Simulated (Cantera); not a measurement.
# BN + O2 (nitride etching)

Input: 1 mol BN, a varied amount of O2, at 1073 K and 1.33 mbar.

Cantera equilibrium calculation (NASA polynomials, part measured and part estimated; ideal gas, pure solids and liquids). Candidate condensed phases: B, BN, B2O3; 17 gas species. Mutual solubility and eutectic melting of coexisting phases are not modelled. Equilibrium is a limit: real reactors are often held back by kinetics, nucleation or transport.

```tsv
n(O2) (mol)	x N2	x O2	x NO	x NO2	x B2O3	x BO2	x O	n BN(s)	n B2O3(l)
0.13	1.00	<1e-12	<1e-12	<1e-12	6.47e-8	<1e-12	<1e-12	0.827	0.0867
0.26	1.00	<1e-12	<1e-12	<1e-12	6.47e-8	<1e-12	<1e-12	0.653	0.173
0.51	1.00	<1e-12	<1e-12	<1e-12	6.47e-8	<1e-12	<1e-12	0.320	0.340
0.99	0.676	0.324	7.61e-5	1.16e-7	6.47e-8	3.12e-8	1.94e-8	0	0.500
1.9	0.303	0.697	7.47e-5	1.67e-7	6.47e-8	3.78e-8	2.84e-8	0	0.500
3.8	0.141	0.859	5.65e-5	1.40e-7	6.47e-8	3.98e-8	3.16e-8	0	0.500
7.3	0.0709	0.929	4.17e-5	1.08e-7	6.47e-8	4.06e-8	3.28e-8	0	0.500
```
x: gas mole fraction; n: condensed amount in mol.

From 0.13 mol O2 to 0.51 mol O2 the condensed part is BN(s) + B2O3(l). From 0.99 mol O2 to 7.3 mol O2 the condensed part is B2O3(l). The main B-bearing gas is B2O3 throughout.
